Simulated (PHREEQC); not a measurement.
A solution holds 0.0065 mol/kgw CuSO4 and 0.32 mol/kgw KCl, at 20 °C. Closed to the air; pH follows from the charge balance.

Computed with PHREEQC (ion-association model, wateq4f.dat).

No solid was allowed to form.

Estimate the pH, activity of water.

pH 5.12; activity of water 0.989.

In which forms is Cu present?

Cu+2 80 %, CuCl+ 15 %, CuSO4 4.2 %, CuCl2 1.0 % of the Cu.

Saturation is exceeded, for instance for Atacamite, Brochantite; the values hold only as long as no solid forms.
